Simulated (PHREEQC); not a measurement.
0.019 g of hydrous ferric oxide (600 m²/g; 0.2 weak and 0.005 strong sites per Fe, Dzombak-Morel constants, diffuse double layer) in 1 kg of water with 0.005 mol/kgw of an inert sodium salt and 0.00027 mmol/kgw Na2SO4 and 0.044 mmol/kgw CuSO4, at 25 °C; the pH is set by adding NaOH or the inert anion's acid. Oxygen alone is held at its pressure in air (log pO2 = -0.68). The system is closed to CO2. Precipitation was switched off in this run.

Base run: PHREEQC, ion-association model, wateq4f.dat. Each further column changes one thing. The table gives S sorbed (%).

```json
[
 {"pH": "3", "base": "42.2", "no electrostatic term (-no_edl)": "0.0", "background salt from 0.005 to 0.0005 mol/kgw": "(withheld)", "oxide from 0.019 to 0.095 g/kgw": "99.9", "3.7e-05 mol/kgw NaH2PO4 added": "(withheld)"},
 {"pH": "3.75", "base": "41.2", "no electrostatic term (-no_edl)": "0.0", "background salt from 0.005 to 0.0005 mol/kgw": "44.8", "oxide from 0.019 to 0.095 g/kgw": "99.7", "3.7e-05 mol/kgw NaH2PO4 added": "(withheld)"},
 {"pH": "4.5", "base": "36.0", "no electrostatic term (-no_edl)": "0.0", "background salt from 0.005 to 0.0005 mol/kgw": "(withheld)", "oxide from 0.019 to 0.095 g/kgw": "98.4", "3.7e-05 mol/kgw NaH2PO4 added": "0.4"},
 {"pH": "5.25", "base": "26.0", "no electrostatic term (-no_edl)": "0.0", "background salt from 0.005 to 0.0005 mol/kgw": "28.8", "oxide from 0.019 to 0.095 g/kgw": "88.2", "3.7e-05 mol/kgw NaH2PO4 added": "0.1"},
 {"pH": "6", "base": "20.0", "no electrostatic term (-no_edl)": "0.0", "background salt from 0.005 to 0.0005 mol/kgw": "22.9", "oxide from 0.019 to 0.095 g/kgw": "63.1", "3.7e-05 mol/kgw NaH2PO4 added": "0.0"},
 {"pH": "6.75", "base": "17.8", "no electrostatic term (-no_edl)": "0.0", "background salt from 0.005 to 0.0005 mol/kgw": "20.8", "oxide from 0.019 to 0.095 g/kgw": "(withheld)", "3.7e-05 mol/kgw NaH2PO4 added": "0.0"},
 {"pH": "7.5", "base": "6.4", "no electrostatic term (-no_edl)": "0.0", "background salt from 0.005 to 0.0005 mol/kgw": "8.1", "oxide from 0.019 to 0.095 g/kgw": "4.5", "3.7e-05 mol/kgw NaH2PO4 added": "0.0"},
 {"pH": "8.25", "base": "0.4", "no electrostatic term (-no_edl)": "0.0", "background salt from 0.005 to 0.0005 mol/kgw": "0.5", "oxide from 0.019 to 0.095 g/kgw": "(withheld)", "3.7e-05 mol/kgw NaH2PO4 added": "0.0"},
 {"pH": "9", "base": "0.0", "no electrostatic term (-no_edl)": "0.0", "background salt from 0.005 to 0.0005 mol/kgw": "0.0", "oxide from 0.019 to 0.095 g/kgw": "0.0", "3.7e-05 mol/kgw NaH2PO4 added": "0.0"}
]
```

Q: Some entries are withheld; supply them.

A: 
- 3, background salt from 0.005 to 0.0005 mol/kgw: 45.4
- 3, 3.7e-05 mol/kgw NaH2PO4 added: 4.4
- 3.75, 3.7e-05 mol/kgw NaH2PO4 added: 1.9
- 4.5, background salt from 0.005 to 0.0005 mol/kgw: 39.2
- 6.75, oxide from 0.019 to 0.095 g/kgw: 29.6
- 8.25, oxide from 0.019 to 0.095 g/kgw: 0.2

In at least one series the solution becomes supersaturated in solids that the run did not let form, among them Cu(OH)2, Brochantite. The database's constant for dissolved Cu(OH)2 is higher than later reviews accept. The oxide is taken as insoluble; below pH 4 it would dissolve. H3PO4, which wateq4f.dat lacks, is added to it with the constant of phreeqc.dat. The database has no phosphate complexes of Cu.
